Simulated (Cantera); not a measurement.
Input: 1 mol V, 0.79 mol NH3, 52 mol N2, at 2300 K.

Method: chemical equilibrium by Gibbs-energy minimisation in Cantera with the NASA 1993 tables (ideal gas, pure condensed phases). Candidate condensed phases: V, VN; 11 gas species. VN: taken at fixed stoichiometry. Condensed phases not in the tables: V2N, N, O or C dissolved in the metal. Kinetics and transport are ignored.

x: gas mole fraction; n: condensed amount in mol.

```
P (Pa)    x N2       x H      x H2       x V  n V(l)  n VN(s)
-------  -----  --------  --------  --------  ------  -------
0.100    0.940    0.0425   1.93e-5    0.0179       0        0
0.750    0.940    0.0422         ?    0.0179       0        0
5.60     0.940    0.0406  0.000984    0.0179       0        0
42       0.944    0.0330   0.00487    0.0180       0        0
320      0.951    0.0188    0.0121    0.0181       0        0
2400     0.969   0.00833    0.0178   0.00459   0.752        0
18000    0.976   0.00328    0.0206  0.000346       0    0.982
130000   0.977         ?    0.0217         ?       0    0.999
1000000  0.977  0.000455    0.0221   8.36e-7       0    1.000
```

Problem. Complete the blanks.

Solution. 
- 130000, x H: 0.00125
- 130000, x V: 1.78e-5
- 0.750, x H2: 0.000143
